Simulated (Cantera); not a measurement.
Standard-state values (1 bar) from the NASA 1993 polynomials, evaluated with Cantera. Values are per mole of reaction as written; species without (g) are pure solids or liquids, kept so even where they would boil at 1 bar.

2 KOH(g) ⇌ 2 K + O₂(g) + 2 H(g)

```csv
T (K),ΔH° (kJ),ΔS° (J/K),ΔG° (kJ),log10 K
448,…,…,…,…
523,…,…,…,…
598,915.5,127.5,839.3,-73.31
673,917.6,130.8,829.6,-64.39
748,919.7,133.7,819.6,-57.24
823,…,…,…,…
898,…,…,…,…
973,925.9,141.0,788.7,-42.34
1048,928.1,143.2,778.0,-38.78
1123,930.3,145.2,767.2,-35.69
1198,932.6,147.2,756.3,-32.97
```

**Question.** Some entries are withheld; supply them.

**Answer.** 
- 448, ΔH° (kJ): 911.0
- 448, ΔS° (J/K): 118.8
- 448, ΔG° (kJ): 857.8
- 448, log10 K: -100.01
- 523, ΔH° (kJ): 913.3
- 523, ΔS° (J/K): 123.5
- 523, ΔG° (kJ): 848.7
- 523, log10 K: -84.76
- 823, ΔH° (kJ): 921.7
- 823, ΔS° (J/K): 136.4
- 823, ΔG° (kJ): 809.5
- 823, log10 K: -51.38
- 898, ΔH° (kJ): 923.8
- 898, ΔS° (J/K): 138.8
- 898, ΔG° (kJ): 799.2
- 898, log10 K: -46.49
